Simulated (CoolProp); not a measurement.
A single-stage vapour-compression cycle with ammonia: evaporating at 286.15 K (dew point), condensing at 331.15 K (bubble point), superheat 2 K, subcooling 8 K, compressor efficiency 0.9, no pressure losses. Each further row changes one setting.

The numbers come from the reference Helmholtz-energy equation of state, Gao 2020 in CoolProp.

```tsv
case	cooling COP	pressure ratio	discharge temperature (K)	refrigerating effect (kJ/kg)	volumetric capacity (kJ/m³)
as stated	[?]	3.66	394.2	1040	5520
evaporating temperature 291.15 K	5.69	[?]	[?]	1040	[?]
condensing temperature 326.15 K	[?]	[?]	[?]	1060	5660
subcooling 13 K	5.00	3.66	394.2	1060	5660
superheat 12 K	4.77	3.66	[?]	1070	5410
compressor efficiency 0.8	4.34	3.66	403.8	1040	5520
```

### Question
What belongs in the gaps?

### Answer

- as stated, cooling COP: 4.88
- evaporating temperature 291.15 K, pressure ratio: 3.10
- evaporating temperature 291.15 K, discharge temperature (K): 385.2
- evaporating temperature 291.15 K, volumetric capacity (kJ/m³): 6500
- condensing temperature 326.15 K, cooling COP: 5.61
- condensing temperature 326.15 K, pressure ratio: 3.22
- condensing temperature 326.15 K, discharge temperature (K): 382.6
- superheat 12 K, discharge temperature (K): 408.1
